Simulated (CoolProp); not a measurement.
Hexamethyldisiloxane (MM) along the isotherm 558 K: fugacity coefficient from the reference equation and from simpler models built on Tc = 518.7 K, pc = 19.31 bar, ω = 0.418; each cubic takes its own stable root.

Values from CoolProp's reference Helmholtz-energy equation of state, Thol 2016.

| p (bar) | phase | reference |
|---|---|---|
| 3.71 | gas | 0.9477 |
| 7.43 | gas | 0.8964 |
| 11.1 | gas | 0.8471 |
| 14.9 | gas | 0.7974 |
| 18.6 | gas | 0.7503 |
| 22.3 | supercritical | 0.7045 |
| 26 | supercritical | 0.6597 |
| 29.7 | supercritical | 0.6162 |
| 33.4 | supercritical | 0.5755 |
| 37.1 | supercritical | 0.5394 |
| 40.9 | supercritical | 0.5079 |
| 44.6 | supercritical | 0.4818 |
| 48.3 | supercritical | 0.4596 |

How far does each simpler model (van der Waals, Redlich-Kwong, Soave-Redlich-Kwong, Peng-Robinson) lie from the reference over these 13 states: mean and median of the absolute difference, and the worst?


- van der Waals: mean 1.0 %, median 1.0 %, worst +1.7 % at 558 K and 48.3 bar
- Redlich-Kwong: mean 1.2 %, median 1.5 %, worst -2.4 % at 558 K and 33.4 bar
- Soave-Redlich-Kwong: mean 2.8 %, median 2.5 %, worst +6.0 % at 558 K and 48.3 bar
- Peng-Robinson: mean 1.0 %, median 1.1 %, worst -1.7 % at 558 K and 29.7 bar
